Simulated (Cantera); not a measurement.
What does this Cantera script print?

```python
import numpy as np
import cantera as ct

gas_names = [...]  # 113 gases of nasa_gas.yaml made of C, H, O, Ti
cond_names = """
    C(gr) C6H6(L) C7H8(L) C8H18(L),n-octa H2O(s) H2O(L) Ti(a) Ti(b) Ti(L) TiC(s) TiC(L) TiO(a) TiO(b)
    TiO(L) TiO2(ru) TiO2(L) Ti2O3(a) Ti2O3(b) Ti2O3(L) Ti3O5(a) Ti3O5(b) Ti3O5(L) Ti4O7(s) Ti4O7(L)
""".split()


# ... load() reads the species with a 1 bar reference pressure and builds the phases ...
atoms = {
    'Ti(OiPr)4': {'Ti': 1, 'C': 12, 'H': 28, 'O': 4},
    'H2': {'H': 2},
    'H2O': {'H': 2, 'O': 1},
}
top_T = {'C(gr)': 4500}  # K; cautious upper limits of use, not melting points


# ... equilibrate(T, P, feed) seeds the gas with the atoms and calls Mixture.equilibrate('TP', solver="vcs", rtol=1e-11, max_steps=5000) ...
results = []
feed = {'Ti(OiPr)4': 1, 'H2': 2.8, 'H2O': 0.0094}  # mol
P = 100000  # Pa
for T in [1373, 1423, 1473, 1523, 1573, 1623, 1673, 1723]:
    mix = equilibrate(T, P, feed)
    results.append((T, P, feed, dict(zip(mix.species_names, mix.species_moles))))
    x = sorted(zip(gas.X, gas.species_names), reverse=True)
    print(f"T = {T:g} K  P = {P:g} Pa  gas = {mix.phase_moles(0):.4g} mol")
    print("   x: " + "  ".join(f"{s} {v:.3e}" for v, s in x if v > 0.001))
    print("   condensed (mol): " + ("  ".join(f"{mix.phase(i).name} {mix.phase_moles(i):.4g}"
          for i in range(1, mix.n_phases) if mix.phase_moles(i) > 1e-12) or "none"))
```

Output:

```
T = 1373 K  P = 100000 Pa  gas = 19.07 mol
   x: H2 8.733e-01  CO 1.223e-01  CH4 3.840e-03
   condensed (mol): C(gr) 9.594  Ti3O5(b) 0.3333
T = 1423 K  P = 100000 Pa  gas = 19.09 mol
   x: H2 8.744e-01  CO 1.224e-01  CH4 2.912e-03
   condensed (mol): C(gr) 9.608  Ti3O5(b) 0.3333
T = 1473 K  P = 100000 Pa  gas = 20.33 mol
   x: H2 8.225e-01  CO 1.751e-01  CH4 1.986e-03
   condensed (mol): C(gr) 7.664  TiC(s) 0.7348  Ti3O5(b) 0.08839
T = 1523 K  P = 100000 Pa  gas = 20.78 mol
   x: H2 8.056e-01  CO 1.927e-01  CH4 1.494e-03
   condensed (mol): C(gr) 6.964  TiC(s) 1
T = 1573 K  P = 100000 Pa  gas = 20.79 mol
   x: H2 8.059e-01  CO 1.927e-01  CH4 1.192e-03
   condensed (mol): C(gr) 6.969  TiC(s) 1
T = 1623 K  P = 100000 Pa  gas = 20.8 mol
   x: H2 8.062e-01  CO 1.927e-01
   condensed (mol): C(gr) 6.972  TiC(s) 1
T = 1673 K  P = 100000 Pa  gas = 20.8 mol
   x: H2 8.063e-01  CO 1.926e-01
   condensed (mol): C(gr) 6.974  TiC(s) 1
T = 1723 K  P = 100000 Pa  gas = 20.81 mol
   x: H2 8.064e-01  CO 1.926e-01
   condensed (mol): C(gr) 6.975  TiC(s) 1
```

These are equilibrium values from Cantera (NASA tables, ideal gas, pure condensed phases), not measurements of a reactor. The feed counts by its element totals alone. Mutual solubility and eutectic melting of coexisting phases are not modelled. TiC: taken at fixed stoichiometry.
